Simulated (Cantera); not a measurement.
Charge: 1 mol Si₂Cl₆, 37 mol NH₃, 1.7 mol N₂, equilibrated at 0.220 bar.

Cantera equilibrium calculation (NASA polynomials, part measured and part estimated; ideal gas, pure solids and liquids). Candidate condensed phases: NH₄Cl, Si, Si₃N₄; 28 gas species. The feed counts by its element totals alone. The tables' values for SiCl₃, SiCl are old estimates; treat these amounts as uncertain. Gases not in the tables: Si₂H₆ and higher silanes. Kinetics and transport are ignored.

log p: log10 of the partial pressure in bar; n: condensed amount in mol.

```json
[
 {"T (K)": "825", "log p H₂": "-0.83", "log p N₂": "-1.27", "log p HCl": "-1.77", "log p SiCl₂": "-11.77", "log p H": "-11.51", "log p NH₃": "-4.50", "log p SiCl₃": "-9.22", "n Si₃N₄(s)": "0.664", "n Si(l)": "0"},
 {"T (K)": "925", "log p H₂": "-0.83", "log p N₂": "-1.27", "log p HCl": "-1.77", "log p SiCl₂": "-9.95", "log p H": "-10.00", "log p NH₃": "-4.88", "log p SiCl₃": "-8.25", "n Si₃N₄(s)": "0.665", "n Si(l)": "0"},
 {"T (K)": "1025", "log p H₂": "-0.83", "log p N₂": "-1.27", "log p HCl": "-1.77", "log p SiCl₂": "-8.49", "log p H": "-8.77", "log p NH₃": "-5.18", "log p SiCl₃": "-7.47", "n Si₃N₄(s)": "0.666", "n Si(l)": "0"},
 {"T (K)": "1125", "log p H₂": "-0.83", "log p N₂": "-1.27", "log p HCl": "-1.77", "log p SiCl₂": "-7.29", "log p H": "-7.77", "log p NH₃": "-5.43", "log p SiCl₃": "-6.83", "n Si₃N₄(s)": "0.666", "n Si(l)": "0"},
 {"T (K)": "1225", "log p H₂": "-0.83", "log p N₂": "-1.27", "log p HCl": "-1.77", "log p SiCl₂": "___", "log p H": "___", "log p NH₃": "___", "log p SiCl₃": "-6.30", "n Si₃N₄(s)": "0.666", "n Si(l)": "0"},
 {"T (K)": "1325", "log p H₂": "-0.83", "log p N₂": "-1.27", "log p HCl": "-1.77", "log p SiCl₂": "___", "log p H": "___", "log p NH₃": "___", "log p SiCl₃": "-5.84", "n Si₃N₄(s)": "0.666", "n Si(l)": "0"},
 {"T (K)": "1425", "log p H₂": "-0.83", "log p N₂": "-1.27", "log p HCl": "-1.77", "log p SiCl₂": "-4.72", "log p H": "-5.58", "log p NH₃": "-5.98", "log p SiCl₃": "-5.46", "n Si₃N₄(s)": "0.664", "n Si(l)": "0"},
 {"T (K)": "1525", "log p H₂": "-0.83", "log p N₂": "-1.27", "log p HCl": "-1.77", "log p SiCl₂": "-4.10", "log p H": "-5.04", "log p NH₃": "-6.11", "log p SiCl₃": "-5.13", "n Si₃N₄(s)": "0.656", "n Si(l)": "0"},
 {"T (K)": "1625", "log p H₂": "-0.83", "log p N₂": "-1.27", "log p HCl": "-1.78", "log p SiCl₂": "-3.58", "log p H": "-4.56", "log p NH₃": "-6.23", "log p SiCl₃": "-4.87", "n Si₃N₄(s)": "0.634", "n Si(l)": "0"},
 {"T (K)": "1725", "log p H₂": "-0.82", "log p N₂": "-1.27", "log p HCl": "-1.81", "log p SiCl₂": "-3.15", "log p H": "-4.14", "log p NH₃": "-6.34", "log p SiCl₃": "-4.69", "n Si₃N₄(s)": "0.581", "n Si(l)": "0"},
 {"T (K)": "1825", "log p H₂": "-0.82", "log p N₂": "-1.26", "log p HCl": "-1.86", "log p SiCl₂": "-2.83", "log p H": "-3.77", "log p NH₃": "-6.43", "log p SiCl₃": "-4.62", "n Si₃N₄(s)": "0.486", "n Si(l)": "0"},
 {"T (K)": "1925", "log p H₂": "-0.83", "log p N₂": "-1.25", "log p HCl": "-1.93", "log p SiCl₂": "-2.61", "log p H": "-3.43", "log p NH₃": "-6.51", "log p SiCl₃": "-4.65", "n Si₃N₄(s)": "0", "n Si(l)": "1.10"}
]
```

Task: Fill in the missing entries.

Result: 
- 1325, log p SiCl₂: -5.44
- 1325, log p H: -6.20
- 1325, log p NH₃: -5.82
- 1225, log p SiCl₂: -6.29
- 1225, log p H: -6.92
- 1225, log p NH₃: -5.64
